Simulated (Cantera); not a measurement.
A closed system holds: 1 mol B₂O₃, 4 mol O₂, a varied amount of H₂, at 823 K and 0.110 bar.

Equilibrium computed with Cantera from the NASA thermochemical tables; the gas is ideal and each condensed phase is pure. Candidate condensed phases: B, B₂O₃, B₃O₃H₃, H₂O; 23 gas species. Gases not in the tables: H₃BO₃. Rates play no part.

Task: At 4 mol H₂, list the 3 most abundant gas species with their mole fractions, and the condensed phases.

Result: H₂O 0.651, O₂ 0.336, (HBO₂)₃ 0.0138. Condensed: B₂O₃(l).
